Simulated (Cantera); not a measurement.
A closed system holds: 1 mol SiH2Cl2, 20 mol N2, at 90.0 Torr.

Cantera equilibrium calculation (NASA polynomials, part measured and part estimated; ideal gas, pure solids and liquids). Candidate condensed phases: NH4Cl, Si, Si3N4; 28 gas species. The tables' values for SiCl3 are old estimates; treat these amounts as uncertain. Equilibrium is a limit: real reactors are often held back by kinetics, nucleation or transport.

### Question
At 1675 K, list the 4 most abundant gas species with their mole fractions, and the condensed phases.

### Answer
N2 0.909, HCl 0.0492, H2 0.0217, SiCl2 0.0179. Condensed: Si3N4(s).
